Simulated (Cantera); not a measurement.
An adiabatic, constant-pressure homogeneous reactor starts with C₃H₈ : O₂ : N₂ : H₂O = 1 : 2.78 : 12.5 : 2.9 (molar parts), equivalence ratio 1.8, at 1323 K and 10500 Torr. Integrator tolerance rtol = 1e-08.

Detailed kinetics in Cantera: GRI-Mech 3.0 (53 species, 325 reactions). GRI-Mech 3.0 was tuned for natural gas; its chemistry of propane as a main component is partial and can be far from experiment. The pressure lies above the range GRI-Mech 3.0 was tuned for (to about 10 atm).

Question: What does this change do: O2 2.78 to 3.9 parts?

Answer: 
```csv
quantity,before,after
time of steepest temperature rise,0.217 ms,0.170 ms
temperature at 0.400 s,2311 K,2767 K
equilibrium temperature,2311 K,2767 K
x(C₃H₈) at 0.400 s,<1e-12 (gas-phase equilibrium <1e-12),<1e-12 (gas-phase equilibrium <1e-12)
x(O₂) at 0.400 s,1.52e-6 (gas-phase equilibrium 1.52e-6),0.00126 (gas-phase equilibrium 0.00126)
x(H₂O) at 0.400 s,0.207 (gas-phase equilibrium 0.207),0.262 (gas-phase equilibrium 0.262)
x(CH₂O) at 0.400 s,5.49e-8 (gas-phase equilibrium 5.49e-8),1.42e-8 (gas-phase equilibrium 1.42e-8)
x(NO₂) at 0.400 s,4.04e-10 (gas-phase equilibrium 4.04e-10),4.56e-7 (gas-phase equilibrium 4.56e-7)
x(NO) at 0.400 s,3.65e-5 (gas-phase equilibrium 3.65e-5),0.00228 (gas-phase equilibrium 0.00228)
x(H) at 0.400 s,0.000873 (gas-phase equilibrium 0.000873),0.00381 (gas-phase equilibrium 0.00381)
```

Question: What does this change do: constant volume in place of constant pressure?

Answer: 
```csv
quantity,before,after
time of steepest temperature rise,0.217 ms,0.200 ms
temperature at 0.400 s,2311 K,2592 K
equilibrium temperature,2311 K,2592 K
x(C₃H₈) at 0.400 s,<1e-12 (gas-phase equilibrium <1e-12),<1e-12 (gas-phase equilibrium <1e-12)
x(O₂) at 0.400 s,1.52e-6 (gas-phase equilibrium 1.52e-6),1.22e-5 (gas-phase equilibrium 1.22e-5)
x(H₂O) at 0.400 s,0.207 (gas-phase equilibrium 0.207),0.209 (gas-phase equilibrium 0.209)
x(CH₂O) at 0.400 s,5.49e-8 (gas-phase equilibrium 5.49e-8),1.25e-7 (gas-phase equilibrium 1.25e-7)
x(NO₂) at 0.400 s,4.04e-10 (gas-phase equilibrium 4.04e-10),6.03e-9 (gas-phase equilibrium 6.03e-9)
x(NO) at 0.400 s,3.65e-5 (gas-phase equilibrium 3.65e-5),0.000173 (gas-phase equilibrium 0.000173)
x(H) at 0.400 s,0.000873 (gas-phase equilibrium 0.000873),0.00206 (gas-phase equilibrium 0.00206)
```
